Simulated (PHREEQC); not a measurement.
A solution holds 9.8 mmol/kgw CaCl2, 0.083 mmol/kgw Na2SO4 and 38 mmol/kgw MgSO4, at 25 °C. Closed to the air; pH follows from the charge balance.

Model: Pitzer model, pitzer.dat, run in PHREEQC.

```json
[
 {"quantity": "HSO4- (mol/kgw)", "before": "1.27e-7", "after": "6.28e-7"},
 {"quantity": "SI of Mirabilite (Na2SO4:10H2O)", "before": "-8.67", "after": "-8.41"},
 {"quantity": "SI of Thenardite (Na2SO4)", "before": "-9.61", "after": "-9.31"}
]
```

Problem. What was changed between the two runs?
A) CaCl2 left out
B) MgSO4 left out
C) CaCl2 from 0.0098 to 0.049 mol/kgw
D) MgSO4 from 0.038 to 0.38 mol/kgw

Solution. D, MgSO4 from 0.038 to 0.38 mol/kgw

This is a speciation only: nothing precipitates in the calculation.
